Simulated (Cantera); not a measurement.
Input: 1 mol borazine, 0.079 mol O2, at 1977 °C and 53.0 mbar.

Cantera equilibrium calculation (NASA polynomials, part measured and part estimated; ideal gas, pure solids and liquids). Candidate condensed phases: B, BN, B2O3, B3O3H3, H2O; 39 gas species. The feed counts by its element totals alone. Mutual solubility and eutectic melting of coexisting phases are not modelled. The tables' values for BH2 are old estimates; treat these amounts as uncertain. Gases not in the tables: B2H6 and higher boranes. Equilibrium is a limit: real reactors are often held back by kinetics, nucleation or transport.

Base state: H2 0.862, N2 0.0611, HBO 0.0303, H 0.0300, BO 0.0123, B2O2 0.00208, BH2 0.00144, B2O 0.000315 (mole fractions); condensed: B(s) + BN(s).

**Question.** What changes in the equilibrium state with this change: O2 from 0.079 to 0.23 mol?

**Answer.** 
```tsv
species	before	after
H2	0.862	0.789
HBO	0.0303	0.0716
N2	0.0611	0.0653
BO	0.0123	0.0303
B2O2	0.00208	0.0127
H	0.0300	0.0287
B2O3	9.96e-6	0.000156
HBO2	2.29e-5	0.000139
B2O	0.000315	0.000753
H2O	7.84e-6	1.84e-5
B(s), mol	0.246	0
BN(s), mol	2.59	2.53
```

**Question.** What changes in the equilibrium state with this change: temperature from 1977 °C to 1175 °C?

**Answer.** 
| species | before | after |
|---|---|---|
| H2 | 0.862 | 0.980 |
| N2 | 0.0611 | 0.0168 |
| HBO2 | 2.29e-5 | 0.00179 |
| H | 0.0300 | 3.97e-5 |
| BO | 0.0123 | 1.04e-6 |
| HBO | 0.0303 | 0.000914 |
| B2O | 0.000315 | <1e-9 |
| BH2 | 0.00144 | 6.70e-9 |
| B(s), mol | 0.246 | 0 |
| BN(s), mol | 2.59 | 2.90 |
| B2O3(l), mol | 0 | 0.0469 |
